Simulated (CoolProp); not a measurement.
Values from CoolProp's reference Helmholtz-energy equation of state, Lemmon 2013.

Problem. For propylene, give the phase and the cv (kJ/(kg K)), speed of sound (m/s), viscosity (µPa s), Prandtl number at -77.65 °C and 3.02 MPa; 226.25 °C and 0.714 MPa; -22.05 °C and 0.389 MPa.

Solution. 
- -77.65 °C and 3.02 MPa: liquid; cv 1.34, speed of sound 1400, viscosity 289, Prandtl number 3.82
- 226.25 °C and 0.714 MPa: gas; cv 2.07, speed of sound 324, viscosity 14.3, Prandtl number 0.745
- -22.05 °C and 0.389 MPa: liquid; cv 1.42, speed of sound 1020, viscosity 149, Prandtl number 2.56

Viscosity comes from a separate model (Huber 2003), an estimate that may be off by 10 % or more. Thermal conductivity comes from a separate model (Huber 2003), an estimate that may be off by 10 % or more.
